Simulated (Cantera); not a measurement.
Reactions in the system H-N-O-V

Standard-state values (1 bar) from the NASA 1993 polynomials, evaluated with Cantera. Values are per mole of reaction as written; species without (g) are pure solids or liquids, kept so even where they would boil at 1 bar. VN: taken at fixed stoichiometry.

7 V + 3 NO2(g) = 3 VN + 2 V2O3

```json
[
 {"T (K)": "525", "ΔH° (kJ)": "-3178.6", "ΔS° (J/K)": "-583.3", "ΔG° (kJ)": "-2872.4", "log10 K": "285.78"},
 {"T (K)": "675", "ΔH° (kJ)": "-3168.2", "ΔS° (J/K)": "-565.9", "ΔG° (kJ)": "-2786.3", "log10 K": "215.61"},
 {"T (K)": "825", "ΔH° (kJ)": "-3158.1", "ΔS° (J/K)": "-552.3", "ΔG° (kJ)": "-2702.5", "log10 K": "171.10"},
 {"T (K)": "975", "ΔH° (kJ)": "-3148.2", "ΔS° (J/K)": "-541.3", "ΔG° (kJ)": "-2620.5", "log10 K": "140.39"},
 {"T (K)": "1125", "ΔH° (kJ)": "-3138.0", "ΔS° (J/K)": "-531.5", "ΔG° (kJ)": "-2540.0", "log10 K": "117.93"},
 {"T (K)": "1275", "ΔH° (kJ)": "-3127.6", "ΔS° (J/K)": "-522.8", "ΔG° (kJ)": "-2461.0", "log10 K": "100.82"},
 {"T (K)": "1425", "ΔH° (kJ)": "-3117.0", "ΔS° (J/K)": "-515.0", "ΔG° (kJ)": "-2383.1", "log10 K": "87.35"}
]
```

3 H2O(g) + 7 V2O3 + 2 NO2(g) = 2 NH3(g) + 7 V2O4

| T (K) | ΔH° (kJ) | ΔS° (J/K) | ΔG° (kJ) | log10 K |
|---|---|---|---|---|
| 525 | -827.9 | -433.3 | -600.4 | 59.74 |
| 675 | -822.5 | -424.3 | -536.1 | 41.49 |
| 825 | -816.0 | -415.6 | -473.1 | 29.95 |
| 975 | -809.4 | -408.3 | -411.3 | 22.04 |
| 1125 | -803.4 | -402.5 | -350.6 | 16.28 |
| 1275 | -798.8 | -398.7 | -290.5 | 11.90 |
| 1425 | -795.9 | -396.5 | -230.9 | 8.46 |
